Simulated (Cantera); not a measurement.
Input: 1 mol PbO, 9.2 mol CO, 4 mol H₂, equilibrated at 4.10 bar.

These are equilibrium values from Cantera (NASA tables, ideal gas, pure condensed phases), not measurements of a reactor. Candidate condensed phases: C, C₆H₆, C₇H₈, C₈H₁₈, H₂O, Pb, PbO, PbO₂, Pb₃O₄; 113 gas species. Gases not in the tables: (PbO)n polymers. Equilibrium is a limit: real reactors are often held back by kinetics, nucleation or transport.

x: gas mole fraction; n: condensed amount in mol.

| T (K) | x CO | x H₂ | x Pb | x H₂O | x CO₂ | x H | x OH | n Pb(l) |
|---|---|---|---|---|---|---|---|---|
| 1423 | 0.656 | 0.266 | 0.00273 | 0.0362 | 0.0394 | [?] | 5.00e-9 | 0.964 |
| 1523 | 0.655 | 0.262 | 0.00745 | 0.0389 | 0.0363 | [?] | 2.68e-8 | 0.901 |
| 1623 | 0.651 | 0.257 | 0.0179 | 0.0409 | 0.0335 | [?] | 1.15e-7 | 0.759 |
| 1723 | 0.639 | 0.249 | 0.0387 | 0.0421 | 0.0307 | [?] | 4.16e-7 | 0.467 |
| 1823 | 0.620 | 0.239 | 0.0701 | 0.0424 | 0.0281 | [?] | 1.29e-6 | 0 |
| 1923 | 0.621 | 0.238 | 0.0701 | 0.0438 | 0.0266 | [?] | 3.59e-6 | 0 |
| 2023 | 0.622 | 0.236 | 0.0702 | 0.0450 | 0.0254 | [?] | 9.04e-6 | 0 |
| 2123 | 0.623 | 0.235 | 0.0701 | 0.0460 | 0.0243 | [?] | 2.08e-5 | 0 |
| 2223 | 0.624 | 0.234 | 0.0701 | 0.0469 | 0.0233 | [?] | 4.43e-5 | 0 |
| 2323 | 0.625 | 0.232 | 0.0700 | 0.0476 | 0.0225 | [?] | 8.82e-5 | 0 |
| 2423 | 0.625 | 0.231 | 0.0699 | 0.0481 | 0.0218 | [?] | 0.000166 | 0 |
| 2523 | 0.625 | 0.229 | 0.0698 | 0.0485 | 0.0211 | [?] | 0.000296 | 0 |
| 2623 | 0.624 | 0.226 | 0.0696 | 0.0486 | 0.0205 | [?] | 0.000504 | 0 |

### Question
Fill in the missing entries.

### Answer

- 1423, x H: 1.69e-6
- 1523, x H: 5.84e-6
- 1623, x H: 1.73e-5
- 1723, x H: 4.50e-5
- 1823, x H: 0.000105
- 1923, x H: 0.000227
- 2023, x H: 0.000456
- 2123, x H: 0.000859
- 2223, x H: 0.00153
- 2323, x H: 0.00259
- 2423, x H: 0.00421
- 2523, x H: 0.00657
- 2623, x H: 0.00990
